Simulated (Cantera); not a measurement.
Feed: 1 mol Si₃N₄, 0.023 mol N₂O, 6.5 mol H₂, at 1850 K and 8.40 mbar.

Method: chemical equilibrium by Gibbs-energy minimisation in Cantera with the NASA 1993 tables (ideal gas, pure condensed phases). The tables' values for SiN are old estimates; treat these amounts as uncertain. Gases not in the tables: Si₂H₆ and higher silanes. Rates play no part.

```csv
species,before,after
H₂,0.755,0.995
N₂,0.236,0.00470
H,0.00511,5.26e-6
SiO,0.00268,1.00e-8
Si,0.000768,<1e-9
SiH,6.06e-5,<1e-9
SiH₂,3.18e-5,<1e-9
Si₂N,2.00e-5,<1e-9
SiN,1.31e-5,<1e-9
"Si(l), mol",2.97,0
"Si₂N₂O(s), mol",0,0.0230
"Si₃N₄(s), mol",0,0.985
```
Gas species are given as mole fractions.

**Question.** Name the change that produced these shifts.
A) N₂O from 0.023 to 0.014 mol
B) pressure from 8.40 mbar to 17.0 mbar
C) temperature from 1850 K to 1250 K
D) N₂O from 0.023 to 0.013 mol

**Answer.** C, temperature from 1850 K to 1250 K. Mutual solubility and eutectic melting of coexisting phases are not modelled
